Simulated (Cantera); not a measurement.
**Equilibrium for boron, boron nitride and boron oxide: BF₃ + H₂O + N₂ + O₂**

Charge: 1 mol BF₃, a varied amount of H₂O, 22 mol N₂, 1.6 mol O₂, at 1150 K and 81.0 mbar.

These are equilibrium values from Cantera (NASA tables, ideal gas, pure condensed phases), not measurements of a reactor. Candidate condensed phases: B, BN, B₂O₃, B₃O₃H₃, H₂O; 62 gas species. Gases not in the tables: H₃BO₃. Rates play no part.

From 0.31 mol H₂O to 0.4 mol H₂O nothing is condensed. From 0.52 mol H₂O to 1.9 mol H₂O the condensed part is B₂O₃(l).

```tsv
n(H₂O) (mol)	log p N₂	log p O₂	log p HF	log p H₂O	log p BF₃	n B₂O₃(l)
0.31	-1.15	-2.29	-2.83	-3.59	-2.60	0
0.4	-1.15	-2.29	-2.76	-3.39	-2.63	0
0.52	-1.15	-2.29	-2.68	-3.20	-2.66	0.00737
0.68	-1.15	-2.29	-2.61	-3.03	-2.68	0.0332
0.89	-1.16	-2.30	-2.54	-2.87	-2.72	0.0622
1.2	-1.16	-2.30	-2.47	-2.69	-2.76	0.0982
1.5	-1.17	-2.31	-2.42	-2.57	-2.80	0.127
1.9	-1.18	-2.32	-2.37	-2.44	-2.85	0.160
```
log p: log10 of the partial pressure in bar; n: condensed amount in mol.
